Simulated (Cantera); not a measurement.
A perfectly stirred reactor is fed with CH4 : H2O = 1 : 1.2 (molar parts), at 353 Torr; it is held at 1425 K, and followed from long to short residence time.

Computed with Cantera and GRI-Mech 3.0 (53 species, 325 reactions).

Question: What does this change do: H2O 1.2 to 0.31 parts?

Answer: 
| quantity | before | after |
|---|---|---|
| x(CH4) at τ = 3.70 s | 0.245 | 0.400 |
| x(H2O) at τ = 3.70 s | 0.454 | 0.184 |
| x(CH2CO) at τ = 3.70 s | 2.30e-5 | 1.20e-5 |
| x(H2) at τ = 3.70 s | 0.225 | 0.309 |
| x(C2H2) at τ = 3.70 s | 0.0615 | 0.0919 |
| x(CH4) at τ = 39.0 ms | 0.448 | 0.754 |
| x(H2O) at τ = 39.0 ms | 0.544 | 0.236 |
| x(CH2CO) at τ = 39.0 ms | 2.30e-7 | 1.11e-7 |
| x(H2) at τ = 39.0 ms | 0.00484 | 0.00680 |
| x(C2H2) at τ = 39.0 ms | 0.000545 | 0.000706 |
GRI-Mech 3.0 stops at C3 and has no aromatics, soot or wall deposition, so with more carbon than oxygen in the feed, carbon stays in small species such as C2H2 where larger ones or solid carbon would form.
